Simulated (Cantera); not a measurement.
An isothermal, constant-pressure homogeneous reactor starts with CH4 : H2 = 1 : 75 (molar parts), at 1825 K and 1.00 bar. Integrator tolerance rtol = 1e-08.

Computed with Cantera and GRI-Mech 3.0 (53 species, 325 reactions). GRI-Mech 3.0 stops at C3 and has no aromatics, soot or wall deposition, so with more carbon than oxygen in the feed, carbon stays in small species such as C2H2 where larger ones or solid carbon would form.

What does this change do: pressure from 1.00 bar to 0.000360 bar?


| quantity | before | after |
|---|---|---|
| x(CH4) at 10.0 s | 0.00328 (gas-phase equilibrium 0.00328) | 0.00480 (gas-phase equilibrium 1.32e-6) |
| x(H2) at 10.0 s | 0.991 (gas-phase equilibrium 0.991) | 0.986 (gas-phase equilibrium 0.971) |
| x(CH2) at 10.0 s | 1.50e-8 (gas-phase equilibrium 1.50e-8) | 2.25e-6 (gas-phase equilibrium 1.72e-8) |
| x(C2H) at 10.0 s | 2.06e-8 (gas-phase equilibrium 2.06e-8) | 1.78e-7 (gas-phase equilibrium 1.48e-6) |
| x(H) at 10.0 s | 0.000442 (gas-phase equilibrium 0.000442) | 0.00467 (gas-phase equilibrium 0.0230) |
| x(C2H2) at 10.0 s | 0.00477 (gas-phase equilibrium 0.00477) | 0.00388 (gas-phase equilibrium 0.00642) |
| x(C2H4) at 10.0 s | 9.26e-5 (gas-phase equilibrium 9.26e-5) | 6.67e-6 (gas-phase equilibrium 4.39e-8) |
Radical loss at walls, strong at low pressure, is not modelled.

What does this change do: 0.27 parts H2O added?


```
quantity                                              before                                      after
-----------------  -----------------------------------------  -----------------------------------------
x(CH4) at 10.0 s     0.00328 (gas-phase equilibrium 0.00328)    0.00281 (gas-phase equilibrium 0.00271)
x(H2) at 10.0 s          0.991 (gas-phase equilibrium 0.991)        0.990 (gas-phase equilibrium 0.990)
x(CH2) at 10.0 s     1.50e-8 (gas-phase equilibrium 1.50e-8)    1.29e-8 (gas-phase equilibrium 1.24e-8)
x(C2H) at 10.0 s     2.06e-8 (gas-phase equilibrium 2.06e-8)    1.51e-8 (gas-phase equilibrium 1.42e-8)
x(H) at 10.0 s     0.000442 (gas-phase equilibrium 0.000442)  0.000441 (gas-phase equilibrium 0.000441)
x(C2H2) at 10.0 s    0.00477 (gas-phase equilibrium 0.00477)    0.00349 (gas-phase equilibrium 0.00329)
x(C2H4) at 10.0 s    9.26e-5 (gas-phase equilibrium 9.26e-5)    6.76e-5 (gas-phase equilibrium 6.37e-5)
```
